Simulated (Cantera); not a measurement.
Input: 1 mol CH3F, 0.17 mol H2, held at 748 K and 0.100 bar.

Cantera equilibrium calculation (NASA polynomials, part measured and part estimated; ideal gas, pure solids and liquids). Candidate condensed phases: C, C6H6, C7H8, C8H18; 95 gas species. Rates play no part.

Question: What is the equilibrium state?

Answer: 
```json
{
 "x(HF)": "0.491",
 "x(H2)": "0.444",
 "x(CH4)": "0.0653",
 "x(H2F2)": "3.13e-6",
 "n(C(graphite))": "0.867 mol",
 "gas_amount": "2.037 mol"
}
```
